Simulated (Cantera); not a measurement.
Cantera run:

```python
import numpy as np
import cantera as ct

gas_names = """
    CL CL2 H HCL H2 Si SiCL SiCL2 SiCL3 SiCL4 SiH SiHCL3 SiH2 SiH2CL2 SiH3 SiH3CL SiH4 Si2 Si3
""".split()
cond_names = """
    Si(cr) Si(L)
""".split()


# ... load() reads the species with a 1 bar reference pressure and builds the phases ...
atoms = {
    'SiH2Cl2': {'Si': 1, 'H': 2, 'CL': 2},
    'HCl': {'H': 1, 'CL': 1},
    'H2': {'H': 2},
}
top_T = {}  # K; cautious upper limits of use, not melting points


# ... equilibrate(T, P, feed) seeds the gas with the atoms and calls Mixture.equilibrate('TP', solver="vcs", rtol=1e-11, max_steps=5000) ...
results = []
feed = {'SiH2Cl2': 1, 'HCl': 0.04, 'H2': 1100}  # mol
P = 13332.2  # Pa
for T in [1650, 1700, 1750, 1800, 1850, 1900, 1950, 2000, 2050, 2100, 2150]:
    mix = equilibrate(T, P, feed)
    results.append((T, P, feed, dict(zip(mix.species_names, mix.species_moles))))

top = {s: max(r[3][s] / sum(r[3][g] for g in gas_names) for r in results) for s in gas_names}
cols = sorted((s for s in top if top[s] > 1e-06), key=lambda s: -top[s])[:5]
seen = [c for c in cond_names if any(r[3].get(c, 0) > 1e-12 for r in results)]
print("log10 of partial pressures in bar; condensed amounts in mol")
print(f"{'T/K':>10s}" + "".join(f"{s[:9]:>10s}" for s in cols + seen))
for T, P, feed, n in results:
    ng = sum(n[g] for g in gas_names)
    print(f"{T:10.4g}" + "".join(f"{np.log10(max(n[s] / ng * P / 1e5, 1e-99)):10.3f}" for s in cols)
          + "".join(f"{n.get(c, 0):10.4g}" for c in seen))
```

Result:

```
log10 of partial pressures in bar; condensed amounts in mol
       T/K        H2         H       HCL        Si      SiH2    Si(cr)     Si(L)
      1650    -0.876    -4.480    -3.614    -6.572    -5.939     0.973         0
      1700    -0.876    -4.270    -3.614    -6.168    -5.724         0    0.9614
      1750    -0.876    -4.072    -3.614    -5.824    -5.557         0     0.945
      1800    -0.876    -3.884    -3.613    -5.498    -5.400         0    0.9163
      1850    -0.877    -3.707    -3.614    -5.191    -5.252         0    0.8668
      1900    -0.877    -3.539    -3.614    -4.899    -5.111         0    0.7826
      1950    -0.877    -3.379    -3.615    -4.623    -4.978         0    0.6413
      2000    -0.878    -3.228    -3.616    -4.361    -4.852         0    0.4074
      2050    -0.879    -3.084    -3.617    -4.112    -4.732         0   0.02584
      2100    -0.880    -2.946    -3.617    -4.071    -4.815         0         0
      2150    -0.881    -2.816    -3.617    -4.048    -4.910         0         0
```

Equilibrium computed with Cantera from the NASA thermochemical tables; the gas is ideal and each condensed phase is pure. Gases not in the tables: Si2H6 and higher silanes.
